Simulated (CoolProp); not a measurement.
C3F8 (R218) at several states: density (kg/m³) from the reference equation and from simpler models built on Tc = 345.0 K, pc = 2.640 MPa, ω = 0.317; each cubic takes its own stable root.

The numbers come from the reference Helmholtz-energy equation of state, Lemmon 2006 in CoolProp. It is a short technical equation, of lower accuracy than the large ones.

```
T (K)  p (MPa)   phase  reference  van der Waals  Soave-Redlich-Kwong  Peng-Robinson
-----  -------  ------  ---------  -------------  -------------------  -------------
229.1   0.0109     gas      1.082          1.079                1.081          1.082
296.1     11.6  liquid       1449           1016                 1401           1573
383       1.16     gas      76.71          76.97                76.79          78.02
344.1    0.601     gas      42.96          42.58                43.05          43.46
```
